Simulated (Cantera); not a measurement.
A Cantera script and its output.

```python
import numpy as np
import cantera as ct

gas = ct.Solution("gri30.yaml", transport_model="multicomponent")
show = ['OH', 'CH3', 'CO2']

rows = []
print(f"{'T/K':>7s}{'rho':>11s}{'cp':>10s}{'mu':>11s}{'lambda':>11s}{'Pr':>7s}" + "".join(f"{'D_' + s:>11s}" for s in show))
for T in [400, 500, 600, 700, 800, 900]:
    gas.TPX = T, 4300, {'C2H6': 0.63, 'C3H8': 0.92, 'NH3': 0.26, 'CO': 0.69}
    Pr = gas.cp_mass * gas.viscosity / gas.thermal_conductivity
    D = [gas.mix_diff_coeffs_mole[gas.species_index(s)] for s in show]
    rows.append([gas.density, gas.cp_mass, gas.viscosity, gas.thermal_conductivity, Pr, *D])
    print(f"{T:7g}{gas.density:11.4e}{gas.cp_mass:10.1f}{gas.viscosity:11.4e}"
          f"{gas.thermal_conductivity:11.4e}{Pr:7.3f}" + "".join(f"{d:11.4e}" for d in D))
print("SI units: kg/m3, J/kg/K, Pa s, W/m/K, m2/s")
```

It prints:

```
    T/K        rho        cp         mu     lambda     Pr       D_OH      D_CH3      D_CO2
    400 4.3064e-02    1896.6 1.3546e-05 3.3074e-02  0.777 8.9219e-04 6.4639e-04 4.3763e-04
    500 3.4451e-02    2208.3 1.6395e-05 4.6107e-02  0.785 1.3200e-03 9.6666e-04 6.6226e-04
    600 2.8709e-02    2491.2 1.9017e-05 5.9949e-02  0.790 1.8092e-03 1.3346e-03 9.2215e-04
    700 2.4608e-02    2739.0 2.1456e-05 7.4089e-02  0.793 2.3555e-03 1.7465e-03 1.2145e-03
    800 2.1532e-02    2952.3 2.3746e-05 8.8181e-02  0.795 2.9555e-03 2.1998e-03 1.5370e-03
    900 1.9140e-02    3137.7 2.5910e-05 1.0213e-01  0.796 3.6066e-03 2.6921e-03 1.8879e-03
SI units: kg/m3, J/kg/K, Pa s, W/m/K, m2/s
```

Computed with Cantera and GRI-Mech 3.0 (53 species, 325 reactions). Polar gases are described roughly by these parameters.
